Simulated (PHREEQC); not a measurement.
Model water analysis in mg/L, 2.2 °C, pH 6.84, pe 11.7: Na 2180; K 19; Ca 873; Mg 314; Cl 4590; S(6) as SO4 1610; Alkalinity as HCO3 0.00902; Li 0.329.

Valence states are taken as typed.

All values are PHREEQC results (ion-association model, phreeqc.dat), not measurements.

The ionic strength is 0.196 mol/kgw and the specific conductance comes out as 8060 µS/cm. The density comes out as 1.008 g/cm³ and the charge-balance error is 0.6 %.

| species | molality | activity | log γ |
|---|---|---|---|
| Cl- | 0.131 | 0.0947 | -0.140 |
| Na+ | 0.0944 | 0.0714 | -0.121 |
| Ca+2 | 0.0190 | 0.00636 | -0.475 |
| Mg+2 | 0.0114 | 0.00408 | -0.448 |
| SO4-2 | 0.0109 | 0.00334 | -0.515 |
| CaSO4 | 0.00300 | 0.00314 | 0.020 |
| MgSO4 | 0.00162 | 0.00169 | 0.020 |
| NaSO4- | 0.00136 | 0.00102 | -0.123 |
| K+ | 0.000484 | 0.000349 | -0.142 |
| Li+ | 4.72e-5 | 3.60e-5 | -0.117 |
| KSO4- | 7.06e-6 | 5.32e-6 | -0.123 |

This is a speciation only: nothing precipitates in the calculation. Away from 25 °C the constants follow the database's enthalpies or fits; those with neither stay at their 25 °C values.
